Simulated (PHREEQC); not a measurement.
Make-up at 75 °C: 0.052 mol/kgw H2SO4 and 0.000108 mol/kgw CO2. Closed to the air; pH follows from the charge balance.

Model: ion-association model, phreeqc.dat, run in PHREEQC.

No solid was allowed to form.

### Question
Predict the pH, density.

### Answer
pH 1.32; density 0.978 g/cm³.

### Question
In which forms is S present?

### Answer
HSO4- 89 %, SO4-2 11 % of the S.

Complexes and solids missing from the database can't appear. Constants without temperature data keep their 25 °C values here.
